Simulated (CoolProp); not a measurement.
Properties of propylene glycol along the isotherm 524.9 K (Tc = 674.0 K, pc = 7.292 MPa, ω = 0.327).

Model: reference Helmholtz-energy equation of state, Eisenbach 2021, in CoolProp.

```
p (MPa)   phase  cp (kJ/(kg K))  cv (kJ/(kg K))
-------  ------  --------------  --------------
0.331       gas           2.735           2.597
0.663    liquid           3.736           3.041
0.994    liquid           3.734           3.040
1.33     liquid           3.731           3.039
1.66     liquid           3.729           3.039
1.99     liquid           3.727           3.038
2.32     liquid           3.724           3.037
2.65     liquid           3.722           3.037
2.98     liquid           3.720           3.036
3.31     liquid           3.718           3.036
3.65     liquid           3.715           3.035
```
